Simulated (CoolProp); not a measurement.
Vapour-liquid equilibrium of nitrogen (1) + carbon monoxide (2) at 79.5 K; x and y are mole fractions of (1).

Values from CoolProp's multi-fluid Helmholtz-energy mixture model, Span 2000 and Lemmon 2006; pair parameters Gernert 2013.

Q: Give the bubble pressure and the first vapour's composition at x = 0.125, 0.8, 0.875. Is there an azeotrope?

A: x = 0.125: 0.08638 MPa, y = 0.198; x = 0.8: 0.1214 MPa, y = 0.857; x = 0.875: 0.1246 MPa, y = 0.911. No azeotrope shows between x = 0.05 and 0.95.

Pair parameters are fitted to limited data, so mixtures are less certain than the pure fluids.
